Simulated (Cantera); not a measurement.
Metals in furnace atmospheres: Cu + CO + N2

Feed: 1 mol Cu, 0.46 mol CO, 7 mol N2, at 7.50 Torr.

Method: chemical equilibrium by Gibbs-energy minimisation in Cantera with the NASA 1993 tables (ideal gas, pure condensed phases). Candidate condensed phases: C, Cu, CuO, Cu2O; 27 gas species. Rates play no part.

From 725 K to 1025 K the condensed part is C(graphite) + Cu(s). From 1175 K to 1325 K the condensed part is Cu(s). From 1475 K to 1625 K the condensed part is Cu(l).

| T (K) | log p N2 | log p CO | log p CO2 | log p Cu | log p Cu2 | log p CN | log p C2N2 | n C(graphite) | n Cu(s) | n Cu(l) |
|---|---|---|---|---|---|---|---|---|---|---|
| 725 | -2.02 | -3.49 | -3.82 | <-14 | <-14 | <-14 | <-14 | 0.111 | 1.00 | 0 |
| 875 | -2.03 | -3.22 | -5.40 | -13.30 | <-14 | <-14 | <-14 | 0.00297 | 1.00 | 0 |
| 1025 | -2.03 | -3.21 | -6.88 | -10.38 | <-14 | <-14 | <-14 | 9.75e-5 | 1.00 | 0 |
| 1175 | -2.03 | -3.21 | -7.99 | -8.22 | -12.89 | <-14 | -13.50 | 0 | 1.000 | 0 |
| 1325 | -2.03 | -3.21 | -8.83 | -6.55 | -10.53 | -13.07 | -11.93 | 0 | 1.000 | 0 |
| 1475 | -2.03 | -3.21 | -9.50 | -5.27 | -8.75 | -11.31 | -10.67 | 0 | 0 | 0.996 |
| 1625 | -2.03 | -3.21 | -9.75 | -4.24 | -7.33 | -10.18 | -10.25 | 0 | 0 | 0.957 |
log p: log10 of the partial pressure in bar; n: condensed amount in mol.
